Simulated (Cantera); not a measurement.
Input (Python, Cantera) and output of one run.

```python
import numpy as np
import cantera as ct

gas_names = [...]  # 123 gases of nasa_gas.yaml made of C, H, O, Si
cond_names = """
    C(gr) C6H6(L) C7H8(L) C8H18(L),n-octa H2O(s) H2O(L) Si(cr) Si(L) SiC(b) SiO2(Lqz) SiO2(hqz) SiO2(L)
""".split()


# ... load() reads the species with a 1 bar reference pressure and builds the phases ...
atoms = {
    'SiC': {'Si': 1, 'C': 1},
    'CO2': {'C': 1, 'O': 2},
    'H2': {'H': 2},
}
top_T = {'C(gr)': 4500, 'SiC(b)': 3050}  # K; cautious upper limits of use, not melting points


# ... equilibrate(T, P, feed) seeds the gas with the atoms and calls Mixture.equilibrate('TP', solver="vcs", rtol=1e-11, max_steps=5000) ...
results = []
T = 2173  # K
P = 1333.22  # Pa
for m in [18, 41, 65, 88, 110, 140, 160, 180, 210, 230, 250]:
    feed = {'SiC': 1, 'CO2': 0.75, 'H2': m}  # mol
    mix = equilibrate(T, P, feed)
    results.append((T, P, feed, dict(zip(mix.species_names, mix.species_moles))))

top = {s: max(r[3][s] / sum(r[3][g] for g in gas_names) for r in results) for s in gas_names}
cols = sorted((s for s in top if top[s] > 1e-05), key=lambda s: -top[s])[:5]
seen = [c for c in cond_names if any(r[3].get(c, 0) > 1e-12 for r in results)]
print("log10 of partial pressures in bar; condensed amounts in mol")
print(f"{'n(H2)':>10s}" + "".join(f"{s[:9]:>10s}" for s in cols + seen))
for T, P, feed, n in results:
    ng = sum(n[g] for g in gas_names)
    print(f"{feed['H2']:10.4g}" + "".join(f"{np.log10(max(n[s] / ng * P / 1e5, 1e-99)):10.3f}" for s in cols)
          + "".join(f"{n.get(c, 0):10.4g}" for c in seen))
```

It prints:

```
log10 of partial pressures in bar; condensed amounts in mol
     n(H2)        H2        CO         H       SiO        Si    SiC(b)
        18    -1.932    -3.091    -3.283    -3.731    -3.938    0.5141
        41    -1.913    -3.404    -3.273    -4.202    -4.017    0.4195
        65    -1.906    -3.581    -3.270    -4.516    -4.086    0.3428
        88    -1.903    -3.700    -3.268    -4.742    -4.139    0.2788
       110    -1.902    -3.789    -3.267    -4.915    -4.181    0.2207
       140    -1.900    -3.886    -3.267    -5.104    -4.227    0.1416
       160    -1.900    -3.941    -3.266    -5.207    -4.251   0.08775
       180    -1.899    -3.990    -3.266    -5.296    -4.272   0.03264
       210    -1.898    -4.054    -3.266    -5.398    -4.315         0
       230    -1.898    -4.093    -3.265    -5.453    -4.349         0
       250    -1.898    -4.128    -3.265    -5.504    -4.380         0
```

Equilibrium computed with Cantera from the NASA thermochemical tables; the gas is ideal and each condensed phase is pure. Gases not in the tables: Si2H6 and higher silanes.
